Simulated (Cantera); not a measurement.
**Reactions in the system H-Nb-O**

Source: NASA polynomial tables (part measured, part estimated), evaluated in Cantera. Values are per mole of reaction as written; species without (g) are pure solids or liquids, kept so even where they would boil at 1 bar. NbO: taken at fixed stoichiometry.

2 H(g) + NbO2(g) ⇌ NbO + H2O(g)

| T (K) | ΔH° (kJ) | ΔS° (J/K) | ΔG° (kJ) | log10 K |
|---|---|---|---|---|
| 2375 | -807.9 | -235.2 | -249.2 | 5.48 |
| 2400 | -807.4 | -235.0 | -243.3 | 5.30 |
| 2425 | -807.0 | -234.9 | -237.5 | 5.11 |
| 2450 | -806.6 | -234.7 | -231.6 | 4.94 |
| 2475 | -806.1 | -234.5 | -225.7 | 4.76 |
| 2500 | -805.7 | -234.3 | -219.9 | 4.59 |
| 2525 | -805.2 | -234.1 | -214.0 | 4.43 |
